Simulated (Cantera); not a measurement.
## Reactions in the system Cr-H-N-O

Source: NASA polynomial tables (part measured, part estimated), evaluated in Cantera. Values are per mole of reaction as written; species without (g) are pure solids or liquids, kept so even where they would boil at 1 bar.

2 Cr₂N + 12 H₂O(g) ⇌ 4 CrO₃(g) + N₂(g) + 12 H₂(g)

```tsv
T (K)	ΔH° (kJ)	ΔS° (J/K)	ΔG° (kJ)	log10 K
1173	2031.7	516.3	1426.0	-63.50
1198	2031.9	516.5	1413.1	-61.61
1223	2032.0	516.6	1400.2	-59.80
1248	2032.1	516.7	1387.3	-58.06
1273	2032.1	516.7	1374.4	-56.39
1298	2032.0	516.6	1361.5	-54.79
1323	2031.8	516.5	1348.5	-53.24
```
